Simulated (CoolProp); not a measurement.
Dry air at 293.15 K and 0.679 MPa is compressed adiabatically to 1.06 MPa with isentropic efficiency 0.9. Each further row changes one setting.

Computed with CoolProp (reference Helmholtz-energy equation of state, Lemmon 2000). It is a pseudo-pure fit of the blend.

| case | work (kJ/kg) | final temperature (K) | final density (kg/m³) |
|---|---|---|---|
| as stated | 44.4 | 337.5 | 10.9 |
| efficiency 1 | 39.9 | 333.1 | 11.1 |
| efficiency 0.65 | 61.4 | 354.2 | 10.4 |
